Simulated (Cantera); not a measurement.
# Hydrocarbon pyrolysis for carbon deposition

A perfectly stirred reactor is fed with 20.4 % CH4, 79.6 % H2, at 64.5 Torr; it is held at 1600 K, and followed from long to short residence time.

Model: GRI-Mech 3.0 (53 species, 325 reactions), integrated in Cantera. GRI-Mech 3.0 stops at C3 and has no aromatics, soot or wall deposition, so with more carbon than oxygen in the feed, carbon stays in small species such as C2H2 where larger ones or solid carbon would form.

| τ (s) | x CH4 | x H2 | x CH3 | x C2H | x C2H4 |
|---|---|---|---|---|---|
| 0.54 | 0.125 | 0.842 | 0.000375 | 1.57e-8 | 0.000746 |
| 0.28 | 0.150 | 0.827 | 0.000432 | 1.03e-8 | 0.000829 |
| 0.15 | 0.169 | 0.816 | 0.000474 | 6.28e-9 | 0.000893 |
| 0.076 | 0.184 | 0.807 | 0.000502 | 3.27e-9 | 0.000908 |
| 0.040 | 0.193 | 0.802 | 0.000510 | 1.55e-9 | 0.000841 |
| 0.021 | 0.198 | 0.799 | 0.000498 | 6.13e-10 | 0.000686 |
| 0.011 | 0.201 | 0.797 | 0.000460 | 1.83e-10 | 0.000460 |
| 0.0057 | 0.203 | 0.796 | 0.000386 | 3.34e-11 | 0.000223 |
| 0.0030 | 0.204 | 0.796 | 0.000282 | 3.23e-12 | 7.14e-5 |
| 0.0015 | 0.204 | 0.796 | 0.000168 | <1e-12 | 1.27e-5 |
| 0.00081 | 0.204 | 0.796 | 9.66e-5 | <1e-12 | 2.17e-6 |
x: mole fraction; the columns are a selection and need not sum to one.
